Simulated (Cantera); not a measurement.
Adiabatic ignition

An adiabatic, constant-volume homogeneous reactor starts with 6.93 % CH₄, 19.6 % O₂, 73.5 % N₂, at 1700 K and 18.0 bar.

Detailed kinetics in Cantera: GRI-Mech 3.0 (53 species, 325 reactions). The pressure lies above the range GRI-Mech 3.0 was tuned for (to about 10 atm). Above 3000 K some thermodynamic fits are extrapolated.

| t (s) | T (K) | P (bar) | x CH₄ | x O₂ | x C₂H₂ | x NO | x C₂H | x N₂O | x H₂O₂ |
|---|---|---|---|---|---|---|---|---|---|
| 2.00e-6 | 1700 | 18.0 | 0.0692 | 0.196 | 8.27e-11 | 1.30e-12 | <1e-12 | 7.54e-10 | 3.74e-7 |
| 4.68e-6 | 1701 | 18.0 | 0.0688 | 0.195 | 6.47e-9 | 8.19e-12 | <1e-12 | 3.49e-9 | 8.02e-7 |
| 1.10e-5 | 1718 | 18.2 | 0.0653 | 0.193 | 8.92e-7 | 9.14e-11 | 9.27e-12 | 2.28e-8 | 4.24e-6 |
| 2.57e-5 | 3074 | 33.2 | <1e-12 | 0.0566 | <1e-12 | 0.00448 | <1e-12 | 6.56e-6 | 3.16e-6 |
| 6.02e-5 | 3054 | 33.0 | <1e-12 | 0.0510 | <1e-12 | 0.0167 | <1e-12 | 6.80e-6 | 2.93e-6 |
| 0.000141 | 3044 | 32.9 | <1e-12 | 0.0484 | <1e-12 | 0.0224 | <1e-12 | 7.05e-6 | 2.81e-6 |
| 0.000330 | 3043 | 32.9 | <1e-12 | 0.0482 | <1e-12 | 0.0229 | <1e-12 | 7.08e-6 | 2.80e-6 |
| 0.000773 | 3043 | 32.9 | <1e-12 | 0.0482 | <1e-12 | 0.0229 | <1e-12 | 7.08e-6 | 2.80e-6 |
| 0.00181 | 3043 | 32.9 | <1e-12 | 0.0482 | <1e-12 | 0.0229 | <1e-12 | 7.08e-6 | 2.80e-6 |
| 0.00424 | 3043 | 32.9 | <1e-12 | 0.0482 | <1e-12 | 0.0229 | <1e-12 | 7.08e-6 | 2.80e-6 |
| 0.00993 | 3043 | 32.9 | <1e-12 | 0.0482 | <1e-12 | 0.0229 | <1e-12 | 7.08e-6 | 2.80e-6 |
| 0.0233 | 3043 | 32.9 | <1e-12 | 0.0482 | <1e-12 | 0.0229 | <1e-12 | 7.08e-6 | 2.80e-6 |
| 0.0545 | 3043 | 32.9 | <1e-12 | 0.0482 | <1e-12 | 0.0229 | <1e-12 | 7.08e-6 | 2.80e-6 |
| 0.128 | 3043 | 32.9 | <1e-12 | 0.0482 | <1e-12 | 0.0229 | <1e-12 | 7.08e-6 | 2.80e-6 |
| 0.299 | 3043 | 32.9 | <1e-12 | 0.0482 | <1e-12 | 0.0229 | <1e-12 | 7.08e-6 | 2.80e-6 |
| 0.700 | 3043 | 32.9 | <1e-12 | 0.0482 | <1e-12 | 0.0229 | <1e-12 | 7.08e-6 | 2.80e-6 |
x: mole fraction; the columns are a selection and need not sum to one.

The time of steepest temperature rise comes out as 18.2 µs, the temperature at 0.700 s comes out as 3043 K and the equilibrium temperature is 3043 K. The x(CH₄) at 0.700 s is <1e-12 (gas-phase equilibrium <1e-12). The x(O₂) at 0.700 s is 0.0482 (gas-phase equilibrium 0.0482) and the x(C₂H₂) at 0.700 s is <1e-12 (gas-phase equilibrium <1e-12).
